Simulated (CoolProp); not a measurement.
A single-stage vapour-compression cycle with R410A: evaporating at 260.15 K (dew point), condensing at 289.15 K (bubble point), superheat 8 K, subcooling 5 K, compressor efficiency 0.6, no pressure losses. Each further row changes one setting.

Values from CoolProp's reference Helmholtz-energy equation of state, Lemmon 2003. It is a pseudo-pure fit of the blend.

```json
[
 {"case": "as stated", "cooling COP": "4.71", "pressure ratio": "2.51", "discharge temperature (K)": "328.4", "refrigerating effect (kJ/kg)": "208", "volumetric capacity (kJ/m³)": "3920"},
 {"case": "evaporating temperature 265.15 K", "cooling COP": "5.91", "pressure ratio": "2.11", "discharge temperature (K)": "322.2", "refrigerating effect (kJ/kg)": "210", "volumetric capacity (kJ/m³)": "4690"},
 {"case": "condensing temperature 284.15 K", "cooling COP": "5.84", "pressure ratio": "2.17", "discharge temperature (K)": "318.7", "refrigerating effect (kJ/kg)": "216", "volumetric capacity (kJ/m³)": "4060"},
 {"case": "subcooling 10 K", "cooling COP": "4.89", "pressure ratio": "2.51", "discharge temperature (K)": "328.4", "refrigerating effect (kJ/kg)": "216", "volumetric capacity (kJ/m³)": "4060"},
 {"case": "superheat 18 K", "cooling COP": "4.66", "pressure ratio": "2.51", "discharge temperature (K)": "340.2", "refrigerating effect (kJ/kg)": "217", "volumetric capacity (kJ/m³)": "3880"},
 {"case": "compressor efficiency 0.5", "cooling COP": "3.93", "pressure ratio": "2.51", "discharge temperature (K)": "337.1", "refrigerating effect (kJ/kg)": "208", "volumetric capacity (kJ/m³)": "3920"}
]
```
